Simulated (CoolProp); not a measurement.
1-butene at several states: fugacity coefficient from the reference equation and from simpler models built on Tc = 419.3 K, pc = 4.006 MPa, ω = 0.192; each cubic takes its own stable root.

Model: reference Helmholtz-energy equation of state, Lemmon 2005, in CoolProp. It is a short technical equation, of lower accuracy than the large ones.

| T (K) | p (MPa) | phase | reference |
|---|---|---|---|
| 298.4 | 1.39 | liquid | 0.2067 |
| 412.5 | 0.0728 | gas | 0.9934 |
| 198 | 0.0108 | liquid | 0.2085 |
| 162 | 1.09 | liquid | 6.321e-5 |

Task: How far does each simpler model (van der Waals, Redlich-Kwong, Soave-Redlich-Kwong, Peng-Robinson) lie from the reference over these 4 states: mean and median of the absolute difference, and the worst?

Result: 
- van der Waals: mean 6238.0 %, median 273.1 %, worst +24405.6 % at 162 K and 1.09 MPa
- Redlich-Kwong: mean 45.1 %, median 52.7 %, worst +75.0 % at 198 K and 0.0108 MPa
- Soave-Redlich-Kwong: mean 1.3 %, median 1.6 %, worst +1.7 % at 162 K and 1.09 MPa
- Peng-Robinson: mean 7.8 %, median 4.1 %, worst +22.8 % at 162 K and 1.09 MPa

At some of these states van der Waals gives the other phase, because its saturation line lies elsewhere.
